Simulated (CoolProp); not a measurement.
A Linde-Hampson liquefier for CF4 (R14): isothermal reversible compression at 290 K from 1 atm to 40 MPa, throttling to 1 atm, return gas leaving the recuperator 5 K below the feed. Each further row changes one setting.

The numbers come from the reference Helmholtz-energy equation of state, Platzer 1990 in CoolProp. This equation is an older, rougher fit; its heat capacities, sound speeds and derivatives of the liquid may be far off and weren't checked against measurements.

| case | liquid yield per pass | compression work (kJ/kg of gas) |
|---|---|---|
| as stated | ___ | 147 |
| warm-end temperature 320 K | ___ | ___ |
| warm-end gap 10 K | ___ | 147 |

Problem. Fill in the missing entries.

Solution. 
- as stated, liquid yield per pass: 0.307
- warm-end temperature 320 K, liquid yield per pass: 0.242
- warm-end temperature 320 K, compression work (kJ/kg of gas): 169
- warm-end gap 10 K, liquid yield per pass: 0.296
